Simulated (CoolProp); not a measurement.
CHF3 (R23) along the isobar 25.6 bar: density (kg/m³) from the reference equation and from simpler models built on Tc = 299.3 K, pc = 48.32 bar, ω = 0.263; each cubic takes its own stable root.

The numbers come from the reference Helmholtz-energy equation of state, Penoncello 2003 in CoolProp.

```tsv
T (K)	phase	reference	van der Waals	Redlich-Kwong	Soave-Redlich-Kwong	Peng-Robinson
142.6	liquid	1623	908.8	1346	1371	1541
163.7	liquid	1551	874.9	1289	1321	1488
184.9	liquid	1475	837.2	1224	1263	1425
206	liquid	1395	794.8	1150	1194	1350
227.1	liquid	1307	744.9	1064	1112	1259
248.3	liquid	1204	680.9	957.3	1007	1141
269.4	liquid	1068	108.7	118.3	860.1	974.4
290.5	gas	100.0	93.27	96.92	97.51	100.1
311.6	gas	85.12	82.79	84.39	83.91	85.78
332.8	gas	75.53	74.89	75.56	74.69	76.16
353.9	gas	68.53	68.66	68.86	67.84	69.04
375	gas	63.04	63.54	63.50	62.43	63.43
396.1	gas	58.55	59.24	59.06	58.00	58.84
417.3	gas	54.76	55.53	55.28	54.25	54.98
438.4	gas	51.53	52.33	52.04	51.05	51.69
```

At some of these states van der Waals, Redlich-Kwong gives the other phase, because its saturation line lies elsewhere.
